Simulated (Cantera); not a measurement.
**Silicon oxide and oxynitride deposition: SiH₄ + H₂O + N₂**

Input: 1 mol SiH₄, 2.3 mol H₂O, 5.3 mol N₂, at 0.00550 bar.

These are equilibrium values from Cantera (NASA tables, ideal gas, pure condensed phases), not measurements of a reactor. Candidate condensed phases: H₂O, Si, SiO₂, Si₂N₂O, Si₃N₄; 35 gas species. The tables hold silica as quartz up to 1696 K and as liquid above; real silica turns to tridymite and cristobalite and melts near 1996 K. Kinetics and transport are ignored.

From 673 K to 823 K the condensed part is SiO₂(α-quartz). From 898 K to 1423 K the condensed part is SiO₂(β-quartz).

| T (K) | log p N₂ | log p H₂ | log p H₂O | log p H | n SiO₂(α-quartz) | n SiO₂(β-quartz) |
|---|---|---|---|---|---|---|
| 673 | -2.52 | -2.64 | -3.76 | <-14 | 1.00 | 0 |
| 748 | -2.52 | -2.64 | -3.76 | -13.86 | 1.00 | 0 |
| 823 | -2.52 | -2.64 | -3.76 | -12.45 | 1.00 | 0 |
| 898 | -2.52 | -2.64 | -3.76 | -11.28 | 0 | 1.00 |
| 973 | -2.52 | -2.64 | -3.76 | -10.29 | 0 | 1.00 |
| 1048 | -2.52 | -2.64 | -3.76 | -9.43 | 0 | 1.00 |
| 1123 | -2.52 | -2.64 | -3.76 | -8.69 | 0 | 1.00 |
| 1198 | -2.52 | -2.64 | -3.76 | -8.04 | 0 | 1.00 |
| 1273 | -2.52 | -2.64 | -3.76 | -7.47 | 0 | 1.00 |
| 1348 | -2.52 | -2.64 | -3.76 | -6.96 | 0 | 1.00 |
| 1423 | -2.52 | -2.64 | -3.76 | -6.50 | 0 | 1.000 |
log p: log10 of the partial pressure in bar; n: condensed amount in mol.
